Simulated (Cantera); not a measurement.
An adiabatic, constant-volume homogeneous reactor starts with CO : H2 : CH4 : O2 : N2 = 1 : 0.3 : 0.083 : 1.12 : 4.2 (molar parts), at 1500 K and 1.80 bar. Integrator tolerance rtol = 1e-08.

Model: GRI-Mech 3.0 (53 species, 325 reactions), integrated in Cantera.

What does this change do: CO 1 to 2 parts?


| quantity | before | after |
|---|---|---|
| time of steepest temperature rise | 16.7 µs | 17.6 µs |
| temperature at 1.00 s | 2852 K | 2972 K |
| equilibrium temperature | 2852 K | 2972 K |
| x(CO) at 1.00 s | 0.0521 (gas-phase equilibrium 0.0521) | 0.140 (gas-phase equilibrium 0.140) |
| x(H2) at 1.00 s | 0.00372 (gas-phase equilibrium 0.00372) | 0.00610 (gas-phase equilibrium 0.00610) |
| x(CH4) at 1.00 s | <1e-12 (gas-phase equilibrium <1e-12) | <1e-12 (gas-phase equilibrium <1e-12) |
| x(H2O) at 1.00 s | 0.0605 (gas-phase equilibrium 0.0605) | 0.0478 (gas-phase equilibrium 0.0478) |
| x(CO2) at 1.00 s | 0.120 (gas-phase equilibrium 0.120) | 0.150 (gas-phase equilibrium 0.150) |
| x(HCN) at 1.00 s | 1.05e-9 (gas-phase equilibrium 1.05e-9) | 7.30e-9 (gas-phase equilibrium 7.30e-9) |

What does this change do: CH4 0.083 to 0.062 parts?


```csv
quantity,before,after
time of steepest temperature rise,16.7 µs,15.1 µs
temperature at 1.00 s,2852 K,2835 K
equilibrium temperature,2852 K,2835 K
x(CO) at 1.00 s,0.0521 (gas-phase equilibrium 0.0521),0.0478 (gas-phase equilibrium 0.0478)
x(H2) at 1.00 s,0.00372 (gas-phase equilibrium 0.00372),0.00310 (gas-phase equilibrium 0.00310)
x(CH4) at 1.00 s,<1e-12 (gas-phase equilibrium <1e-12),<1e-12 (gas-phase equilibrium <1e-12)
x(H2O) at 1.00 s,0.0605 (gas-phase equilibrium 0.0605),0.0557 (gas-phase equilibrium 0.0557)
x(CO2) at 1.00 s,0.120 (gas-phase equilibrium 0.120),0.122 (gas-phase equilibrium 0.122)
x(HCN) at 1.00 s,1.05e-9 (gas-phase equilibrium 1.05e-9),7.92e-10 (gas-phase equilibrium 7.92e-10)
```
